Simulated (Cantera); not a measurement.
## Silicon epitaxy and polysilicon growth: SiHCl3 + HCl + H2

Input: 1 mol SiHCl3, a varied amount of HCl, 4.7 mol H2, equilibrated at 13.3 mbar.

These are equilibrium values from Cantera (NASA tables, ideal gas, pure condensed phases), not measurements of a reactor. Candidate condensed phases: Si; 19 gas species. The tables' values for SiCl3 are old estimates. The numbers say what is thermodynamically allowed, not how fast it happens.

Stable condensed phases:

```
T in K \ n(HCl) in mol
         0.023 0.032 0.046 0.064 0.091  0.13  0.18  0.25  0.36   0.5  0.71     1   1.4
   1473      A     A     A     A     A     A     A     A     B     B     B     B     B
   1448      A     A     A     A     A     A     A     A     B     B     B     B     B
   1423      A     A     A     A     A     A     A     A     B     B     B     B     B
   1398      A     A     A     A     A     A     A     A     A     B     B     B     B
   1373      A     A     A     A     A     A     A     A     A     B     B     B     B
   1348      A     A     A     A     A     A     A     A     A     B     B     B     B
   1323      A     A     A     A     A     A     A     A     A     A     B     B     B
   1298      A     A     A     A     A     A     A     A     A     A     B     B     B
   1273      A     A     A     A     A     A     A     A     A     A     A     B     B
   1248      A     A     A     A     A     A     A     A     A     A     A     B     B
   1223      A     A     A     A     A     A     A     A     A     A     A     B     B
   1198      A     A     A     A     A     A     A     A     A     A     A     A     B
```

A: Si; B: gas only.
